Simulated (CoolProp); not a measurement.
Saturation properties of methane.

Model: reference Helmholtz-energy equation of state, Setzmann 1991, in CoolProp.

```json
[
 {"T (°C)": "-154.35", "p (bar)": "1.757", "vapour Z": "0.9469", "vapour viscosity (µPa s)": "4.54", "liquid conductivity (mW/(m K))": "174"},
 {"T (°C)": "-150.55", "p (bar)": "2.292", "vapour Z": "0.9362", "vapour viscosity (µPa s)": "4.69", "liquid conductivity (mW/(m K))": "168"},
 {"T (°C)": "-146.65", "p (bar)": "2.960", "vapour Z": "0.9238", "vapour viscosity (µPa s)": "4.85", "liquid conductivity (mW/(m K))": "163"},
 {"T (°C)": "-142.75", "p (bar)": "3.762", "vapour Z": "0.9101", "vapour viscosity (µPa s)": "5.00", "liquid conductivity (mW/(m K))": "157"},
 {"T (°C)": "-138.95", "p (bar)": "4.689", "vapour Z": "0.8955", "vapour viscosity (µPa s)": "5.16", "liquid conductivity (mW/(m K))": "152"},
 {"T (°C)": "-135.05", "p (bar)": "5.804", "vapour Z": "0.8790", "vapour viscosity (µPa s)": "5.33", "liquid conductivity (mW/(m K))": "146"},
 {"T (°C)": "-131.25", "p (bar)": "7.065", "vapour Z": "0.8616", "vapour viscosity (µPa s)": "5.50", "liquid conductivity (mW/(m K))": "141"},
 {"T (°C)": "-127.35", "p (bar)": "8.555", "vapour Z": "0.8421", "vapour viscosity (µPa s)": "5.68", "liquid conductivity (mW/(m K))": "135"},
 {"T (°C)": "-123.45", "p (bar)": "10.26", "vapour Z": "0.8210", "vapour viscosity (µPa s)": "5.87", "liquid conductivity (mW/(m K))": "130"},
 {"T (°C)": "-119.65", "p (bar)": "12.14", "vapour Z": "0.7988", "vapour viscosity (µPa s)": "6.08", "liquid conductivity (mW/(m K))": "124"},
 {"T (°C)": "-115.75", "p (bar)": "14.32", "vapour Z": "0.7741", "vapour viscosity (µPa s)": "6.31", "liquid conductivity (mW/(m K))": "119"},
 {"T (°C)": "-111.95", "p (bar)": "16.70", "vapour Z": "0.7480", "vapour viscosity (µPa s)": "6.56", "liquid conductivity (mW/(m K))": "113"},
 {"T (°C)": "-108.05", "p (bar)": "19.42", "vapour Z": "0.7188", "vapour viscosity (µPa s)": "6.86", "liquid conductivity (mW/(m K))": "108"},
 {"T (°C)": "-104.15", "p (bar)": "22.45", "vapour Z": "0.6868", "vapour viscosity (µPa s)": "7.20", "liquid conductivity (mW/(m K))": "102"}
]
```

It boils at -161.5 °C under 1 atm.

Viscosity comes from a separate model (Quiñones-Cisneros 2006). Thermal conductivity comes from a separate model (Friend 1989).
